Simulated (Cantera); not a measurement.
Input: 1 mol C₂F₆, 0.0076 mol CH₄, 1 mol H₂, 0.59 mol HCl, held at 2823 K and 1000 Pa.

Method: chemical equilibrium by Gibbs-energy minimisation in Cantera with the NASA 1993 tables (ideal gas, pure condensed phases). Candidate condensed phases: C, C₆H₆, C₇H₈, C₈H₁₈; 118 gas species. The feed counts by its element totals alone. The numbers say what is thermodynamically allowed, not how fast it happens.

Base state: F 0.435, HF 0.402, Cl 0.0908, CF 0.0340, CF₂ 0.0288, C₃ 0.00418, H 0.00320, C 0.000846 (mole fractions); condensed: C(graphite).

Task: What changes in the equilibrium state with this change: temperature from 2823 K to 3223 K?

Result: 
```csv
species,before,after
F,0.435,0.445
HF,0.402,0.288
Cl,0.0908,0.0764
C₃,0.00418,0.0558
H,0.00320,0.0523
C,0.000846,0.0212
C₂,0.000410,0.0102
CF₂,0.0288,0.00250
CF,0.0340,0.0459
CF₃,4.70e-5,6.06e-7
CH,1.87e-7,1.18e-5
"C(graphite), mol",1.51,0
```

Task: What changes in the equilibrium state with this change: pressure from 1000 Pa to 1.10 Pa?

Result: 
| species | before | after |
|---|---|---|
| F | 0.435 | 0.536 |
| H | 0.00320 | 0.216 |
| C | 0.000846 | 0.122 |
| HF | 0.402 | 0.0368 |
| CF₂ | 0.0288 | 7.67e-6 |
| CF | 0.0340 | 0.00667 |
| C₃ | 0.00418 | 0.0153 |
| Cl | 0.0908 | 0.0570 |
| CF₃ | 4.70e-5 | <1e-9 |
| ClF | 1.30e-5 | 1.11e-8 |
| C₂ | 0.000410 | 0.00944 |
| C(graphite), mol | 1.51 | 0 |

Task: What changes in the equilibrium state with this change: temperature from 2823 K to 3100 K?

Result: 
```json
[
 {"species": "F", "before": "0.435", "after": "0.423"},
 {"species": "HF", "before": "0.402", "after": "0.330"},
 {"species": "Cl", "before": "0.0908", "after": "0.0798"},
 {"species": "C₃", "before": "0.00418", "after": "0.0607"},
 {"species": "CF₂", "before": "0.0288", "after": "0.00596"},
 {"species": "C", "before": "0.000846", "after": "0.0113"},
 {"species": "H", "before": "0.00320", "after": "0.0260"},
 {"species": "CF", "before": "0.0340", "after": "0.0530"},
 {"species": "C₄", "before": "8.27e-6", "after": "0.000239"},
 {"species": "C₅", "before": "4.33e-5", "after": "0.00117"},
 {"species": "C₂H", "before": "1.51e-5", "after": "0.000331"},
 {"species": "CF₃", "before": "4.70e-5", "after": "2.36e-6"},
 {"species": "C₂", "before": "0.000410", "after": "0.00710"},
 {"species": "C(graphite), mol", "before": "1.51", "after": "0"}
]
```
